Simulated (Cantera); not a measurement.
Feed: 1 mol Si, 6.6 mol HF, held at 525 °C and 4.80 mbar.

Method: chemical equilibrium by Gibbs-energy minimisation in Cantera with the NASA 1993 tables (ideal gas, pure condensed phases). Candidate condensed phases: Si; 25 gas species. Rates play no part.

Base state: HF 0.464, H2 0.357, SiF4 0.179 (mole fractions); condensed: gas only.

Problem. What changes in the equilibrium state with this change: HF from 6.6 to 3.3 mol?

Solution. 
```tsv
species	before	after
H2	0.357	0.664
SiF4	0.179	0.328
SiHF3	4.60e-9	0.00759
HF	0.464	9.61e-7
SiH2F2	<1e-9	0.000105
SiF3	<1e-9	2.35e-5
Si(s), mol	0	0.170
```
The tables' values for SiF3 are old estimates; treat these amounts as uncertain.
